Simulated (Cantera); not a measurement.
An isothermal, constant-pressure homogeneous reactor starts with CH4 : N2 = 1 : 6 (molar parts), at 1800 K and 1.50 Torr. Integrator tolerance rtol = 1e-08.

Cantera simulation using GRI-Mech 3.0 (53 species, 325 reactions); the numbers are that mechanism's predictions, not measurements. GRI-Mech 3.0 stops at C3 and has no aromatics, soot or wall deposition, so with more carbon than oxygen in the feed, carbon stays in small species such as C2H2 where larger ones or solid carbon would form. Radical loss at walls, strong at low pressure, is not modelled.

Question: What does this change do: pressure from 1.50 Torr to 1.50 bar?

Answer: 
```json
[
 {"quantity": "x(CH4) at 200 s", "before": "5.49e-7 (gas-phase equilibrium 1.40e-6)", "after": "0.00170 (gas-phase equilibrium 0.00105)"},
 {"quantity": "x(C2H) at 200 s", "before": "1.02e-5 (gas-phase equilibrium 3.77e-6)", "after": "3.64e-7 (gas-phase equilibrium 1.36e-7)"},
 {"quantity": "x(C2H2) at 200 s", "before": "0.0623 (gas-phase equilibrium 0.0230)", "after": "0.0608 (gas-phase equilibrium 0.0227)"},
 {"quantity": "x(CH3) at 200 s", "before": "2.07e-7 (gas-phase equilibrium 5.28e-7)", "after": "2.34e-5 (gas-phase equilibrium 1.44e-5)"},
 {"quantity": "x(CH2) at 200 s", "before": "4.36e-9 (gas-phase equilibrium 1.11e-8)", "after": "1.80e-8 (gas-phase equilibrium 1.11e-8)"}
]
```
